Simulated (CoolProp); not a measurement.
A single-stage vapour-compression cycle with the fluid: evaporating at 250.15 K (dew point), condensing at 303.15 K (bubble point), superheat 5 K, subcooling 2 K, compressor efficiency 0.75, no pressure losses. The same conditions are run with several fluids, on thermodynamics alone (safety and materials aside).

Model: reference Helmholtz-energy equation of state of each fluid (sulfur dioxide: Gao 2016; R1224YDZ: Akasaka 2023; R115: Lemmon 2016; R410A: Lemmon 2003; R142b: Lemmon 2006; dimethyl ether: Wu 2011), in CoolProp. Blends and air are pseudo-pure fits.

| fluid | cooling COP | pressure ratio | discharge temperature (K) | refrigerating effect (kJ/kg) | volumetric capacity (kJ/m³) |
|---|---|---|---|---|---|
| sulfur dioxide | 2.87 | 8.44 | 436.9 | 334 | 561 |
| R1224YDZ | 2.89 | 9.79 | 321.8 | 134 | 170 |
| R115 | 2.46 | 5.18 | 308.6 | 69.6 | 1070 |
| R410A | 2.66 | 5.30 | 349.2 | 173 | 2310 |
| R142b | 2.92 | 7.06 | 332.1 | 170 | 461 |
| dimethyl ether | 2.92 | 6.21 | 345.5 | 351 | 864 |
